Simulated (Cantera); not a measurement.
## Adiabatic ignition

An adiabatic, constant-volume homogeneous reactor starts with 3.10 % CH4, 4.02 % H2, 19.5 % O2, 73.4 % N2, equivalence ratio 0.42, at 1648 K and 760 Torr.

Model: GRI-Mech 3.0 (53 species, 325 reactions), integrated in Cantera.

```csv
t (s),T (K),P (bar),x CH4,x H2,x O2,x H2O,x NO,x C2H
5.00e-6,1648,1.01,0.0309,0.0402,0.195,6.41e-6,<1e-12,<1e-12
1.35e-5,1648,1.01,0.0308,0.0402,0.195,0.000111,3.32e-12,<1e-12
3.64e-5,2033,1.27,0.00494,0.0294,0.150,0.0510,3.88e-7,4.33e-7
9.81e-5,2458,1.51,<1e-12,0.00428,0.109,0.0864,0.000158,<1e-12
0.000265,2603,1.59,<1e-12,0.00229,0.110,0.0925,0.000821,<1e-12
0.000714,2606,1.59,<1e-12,0.00219,0.110,0.0929,0.00253,<1e-12
0.00193,2600,1.58,<1e-12,0.00215,0.108,0.0931,0.00642,<1e-12
0.00519,2589,1.58,<1e-12,0.00209,0.105,0.0935,0.0128,<1e-12
0.0140,2581,1.57,<1e-12,0.00205,0.103,0.0938,0.0173,<1e-12
0.0378,2580,1.57,<1e-12,0.00204,0.103,0.0938,0.0178,<1e-12
0.102,2580,1.57,<1e-12,0.00204,0.103,0.0938,0.0178,<1e-12
0.275,2580,1.57,<1e-12,0.00204,0.103,0.0938,0.0178,<1e-12
0.741,2580,1.57,<1e-12,0.00204,0.103,0.0938,0.0178,<1e-12
2.00,2580,1.57,<1e-12,0.00204,0.103,0.0938,0.0178,<1e-12
```
x: mole fraction; the columns are a selection and need not sum to one.

```json
{
 "time_of_steepest_temperature_rise": "36.5 µs",
 "temperature at 2.00 s": "2580 K",
 "equilibrium_temperature": "2580 K",
 "x(CH4) at 2.00 s": "<1e-12 (gas-phase equilibrium <1e-12)",
 "x(H2) at 2.00 s": "0.00204 (gas-phase equilibrium 0.00204)",
 "x(O2) at 2.00 s": "0.103 (gas-phase equilibrium 0.103)"
}
```
